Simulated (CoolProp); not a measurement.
Vapour pressure (kPa) of dodecamethylcyclohexasiloxane (D6): the reference equation beside estimates from Tc = 645.8 K, pc = 961.4 kPa, ω = 0.736. Clausius-Clapeyron is anchored at 532.1 K with a constant enthalpy of vaporisation of 42.10 kJ/mol.

Computed with CoolProp (reference Helmholtz-energy equation of state, Colonna 2008). It is a short technical equation, of lower accuracy than the large ones.

```json
[
 {"T (K)": "506.7", "reference": "78.09", "Clausius-Clapeyron": "84.98", "Redlich-Kwong": "205.7", "Soave-Redlich-Kwong": "80.16", "Peng-Robinson": "81.05"},
 {"T (K)": "513", "reference": "90.33", "Clausius-Clapeyron": "?", "Redlich-Kwong": "224.9", "Soave-Redlich-Kwong": "92.94", "Peng-Robinson": "93.73"},
 {"T (K)": "519.4", "reference": "104.3", "Clausius-Clapeyron": "108.5", "Redlich-Kwong": "245.7", "Soave-Redlich-Kwong": "107.5", "Peng-Robinson": "108.2"},
 {"T (K)": "525.7", "reference": "119.6", "Clausius-Clapeyron": "121.9", "Redlich-Kwong": "?", "Soave-Redlich-Kwong": "?", "Peng-Robinson": "124.0"},
 {"T (K)": "532.1", "reference": "136.9", "Clausius-Clapeyron": "136.9", "Redlich-Kwong": "290.7", "Soave-Redlich-Kwong": "141.7", "Peng-Robinson": "142.0"},
 {"T (K)": "538.4", "reference": "155.8", "Clausius-Clapeyron": "153.0", "Redlich-Kwong": "315.0", "Soave-Redlich-Kwong": "161.6", "Peng-Robinson": "161.6"},
 {"T (K)": "544.8", "reference": "?", "Clausius-Clapeyron": "170.9", "Redlich-Kwong": "341.0", "Soave-Redlich-Kwong": "183.9", "Peng-Robinson": "183.7"},
 {"T (K)": "551.1", "reference": "200.3", "Clausius-Clapeyron": "190.1", "Redlich-Kwong": "368.0", "Soave-Redlich-Kwong": "208.2", "Peng-Robinson": "207.6"},
 {"T (K)": "557.5", "reference": "226.2", "Clausius-Clapeyron": "211.2", "Redlich-Kwong": "396.9", "Soave-Redlich-Kwong": "235.3", "Peng-Robinson": "234.4"}
]
```

What belongs in the gaps?


- 513, Clausius-Clapeyron: 96.07
- 525.7, Redlich-Kwong: 267.3
- 525.7, Soave-Redlich-Kwong: 123.6
- 544.8, reference: 177.1

Absolute difference from the reference over all 9 rows, mean and median: Clausius-Clapeyron 4.2 and 4.0 %, Redlich-Kwong 115.3 and 112.3 %, Soave-Redlich-Kwong 3.4 and 3.5 %, Peng-Robinson 3.7 and 3.7 %.
